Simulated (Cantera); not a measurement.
An adiabatic, constant-pressure homogeneous reactor starts with 4.20 % CH4, 0.966 % C2H6, 0.382 % C3H8, 16.3 % O2, 61.3 % N2, 16.8 % H2O, equivalence ratio 0.84, at 1625 K and 5.00 bar.

Model: GRI-Mech 3.0 (53 species, 325 reactions), integrated in Cantera.

One state of this run: T (K) = 1692; x CH4 = 0.0313; x C2H6 = 0.00323; x C3H8 = 0.000505; x CH3 = 0.00188; x CH2 = 3.79e-6; x OH = 0.000230. x: mole fraction; the columns are a selection and need not sum to one.

Question: Which value of t (s) does it belong to?
(A) 5.22e-6
(B) 0.000632
(C) 2.00e-6
(D) 1.36e-5

Answer: D, 1.36e-5
